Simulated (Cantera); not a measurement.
Charge: 1 mol Al, 1.7 mol HCl, 80 mol H2, equilibrated at 600 Torr.

Method: chemical equilibrium by Gibbs-energy minimisation in Cantera with the NASA 1993 tables (ideal gas, pure condensed phases). Candidate condensed phases: Al, AlCl3; 12 gas species. The tables' values for AlCl2 are old estimates; treat these amounts as uncertain. Rates play no part.

x: gas mole fraction; n: condensed amount in mol.

```json
[
 {"T (K)": "975", "x H2": "0.992", "x AlCl": "0.000785", "x HCl": "1.31e-5", "x AlCl3": "0.00656", "x H": "1.27e-9", "x AlCl2": "0.000173", "n Al(l)": "0.386"},
 {"T (K)": "1125", "x H2": "0.989", "x AlCl": "0.00582", "x HCl": "6.49e-5", "x AlCl3": "0.00450", "x H": "4.94e-8", "x AlCl2": "0.000708", "n Al(l)": "0.0984"},
 {"T (K)": "1275", "x H2": "0.987", "x AlCl": "0.00759", "x HCl": "(withheld)", "x AlCl3": "(withheld)", "x H": "(withheld)", "x AlCl2": "0.00112", "n Al(l)": "0"},
 {"T (K)": "1425", "x H2": "0.986", "x AlCl": "0.00815", "x HCl": "0.00186", "x AlCl3": "0.00263", "x H": "7.57e-6", "x AlCl2": "0.00143", "n Al(l)": "0"},
 {"T (K)": "1575", "x H2": "0.983", "x AlCl": "0.00951", "x HCl": "0.00459", "x AlCl3": "0.00126", "x H": "4.61e-5", "x AlCl2": "0.00142", "n Al(l)": "0"},
 {"T (K)": "1725", "x H2": "0.981", "x AlCl": "0.0108", "x HCl": "(withheld)", "x AlCl3": "(withheld)", "x H": "(withheld)", "x AlCl2": "0.001000", "n Al(l)": "0"},
 {"T (K)": "1875", "x H2": "0.979", "x AlCl": "0.0115", "x HCl": "0.00780", "x AlCl3": "7.50e-5", "x H": "0.000725", "x AlCl2": "0.000581", "n Al(l)": "0"},
 {"T (K)": "2025", "x H2": "0.978", "x AlCl": "0.0117", "x HCl": "0.00820", "x AlCl3": "1.75e-5", "x H": "0.00213", "x AlCl2": "0.000334", "n Al(l)": "0"}
]
```

Task: Fill in the missing entries.

Result: 
- 1725, x HCl: 0.00683
- 1725, x AlCl3: 0.000346
- 1725, x H: 0.000206
- 1275, x HCl: 0.000420
- 1275, x AlCl3: 0.00350
- 1275, x H: 8.19e-7
